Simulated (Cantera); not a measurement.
A freely propagating, adiabatic, planar premixed flame of 24.6 % CO, 1.36 % H₂, 18.1 % O₂, 55.9 % N₂, equivalence ratio 0.72, unburnt at 673 K and 9.80 bar; mixture-averaged transport, grid criteria slope 0.08 and curve 0.16, no radiation.

Model: GRI-Mech 3.0 (53 species, 325 reactions), integrated in Cantera. The hydrogen kinetics of GRI-Mech 3.0 are dated; newer H2 mechanisms differ, most at raised pressure. Burning velocities carry a grid error of a few per cent, more on coarse grids.

x: mole fraction of selected species; z is measured from the peak of heat release.

```json
[
 {"z (mm)": "-0.242", "T (K)": "673", "u (m/s)": "0.816", "x CO": "0.246", "x H₂": "0.0134", "x O₂": "0.181", "x HO₂": "1.16e-8", "x N₂O": "<1e-8", "x NO": "<1e-8"},
 {"z (mm)": "-0.161", "T (K)": "673", "u (m/s)": "0.816", "x CO": "0.247", "x H₂": "0.0129", "x O₂": "0.181", "x HO₂": "1.74e-7", "x N₂O": "<1e-8", "x NO": "<1e-8"},
 {"z (mm)": "-0.121", "T (K)": "674", "u (m/s)": "0.817", "x CO": "0.247", "x H₂": "0.0122", "x O₂": "0.181", "x HO₂": "9.37e-7", "x N₂O": "<1e-8", "x NO": "<1e-8"},
 {"z (mm)": "-0.0806", "T (K)": "686", "u (m/s)": "0.829", "x CO": "0.246", "x H₂": "0.0106", "x O₂": "0.181", "x HO₂": "9.93e-6", "x N₂O": "<1e-8", "x NO": "3.91e-8"},
 {"z (mm)": "-0.0403", "T (K)": "819", "u (m/s)": "0.985", "x CO": "0.238", "x H₂": "0.00681", "x O₂": "0.177", "x HO₂": "0.000159", "x N₂O": "1.28e-7", "x NO": "9.46e-7"},
 {"z (mm)": "-0.0202", "T (K)": "1150", "u (m/s)": "1.36", "x CO": "0.208", "x H₂": "0.00375", "x O₂": "0.161", "x HO₂": "0.000342", "x N₂O": "7.04e-7", "x NO": "6.72e-6"},
 {"z (mm)": "0", "T (K)": "1596", "u (m/s)": "1.84", "x CO": "0.153", "x H₂": "0.00114", "x O₂": "0.130", "x HO₂": "0.000134", "x N₂O": "2.35e-6", "x NO": "2.18e-5"},
 {"z (mm)": "0.0202", "T (K)": "[?]", "u (m/s)": "2.14", "x CO": "[?]", "x H₂": "0.000497", "x O₂": "[?]", "x HO₂": "[?]", "x N₂O": "[?]", "x NO": "[?]"},
 {"z (mm)": "0.0403", "T (K)": "2080", "u (m/s)": "2.30", "x CO": "0.0773", "x H₂": "0.000466", "x O₂": "0.0902", "x HO₂": "3.42e-5", "x N₂O": "4.10e-6", "x NO": "8.11e-5"},
 {"z (mm)": "0.0806", "T (K)": "2264", "u (m/s)": "2.47", "x CO": "0.0536", "x H₂": "0.000403", "x O₂": "0.0797", "x HO₂": "1.60e-5", "x N₂O": "4.08e-6", "x NO": "0.000154"},
 {"z (mm)": "0.161", "T (K)": "2409", "u (m/s)": "2.60", "x CO": "0.0365", "x H₂": "0.000283", "x O₂": "0.0729", "x HO₂": "7.64e-6", "x N₂O": "3.51e-6", "x NO": "0.000305"},
 {"z (mm)": "0.323", "T (K)": "2503", "u (m/s)": "2.68", "x CO": "0.0246", "x H₂": "0.000191", "x O₂": "0.0680", "x HO₂": "5.04e-6", "x N₂O": "2.57e-6", "x NO": "0.000585"},
 {"z (mm)": "0.645", "T (K)": "2547", "u (m/s)": "2.72", "x CO": "[?]", "x H₂": "[?]", "x O₂": "0.0653", "x HO₂": "[?]", "x N₂O": "[?]", "x NO": "[?]"}
]
```

### Question
Fill in the missing entries.

### Answer

- 0.0202, T (K): 1901
- 0.0202, x CO: 0.105
- 0.0202, x O₂: 0.104
- 0.0202, x HO₂: 5.99e-5
- 0.0202, x N₂O: 3.74e-6
- 0.0202, x NO: 4.80e-5
- 0.645, x CO: 0.0186
- 0.645, x H₂: 0.000147
- 0.645, x HO₂: 4.52e-6
- 0.645, x N₂O: 2.01e-6
- 0.645, x NO: 0.00107
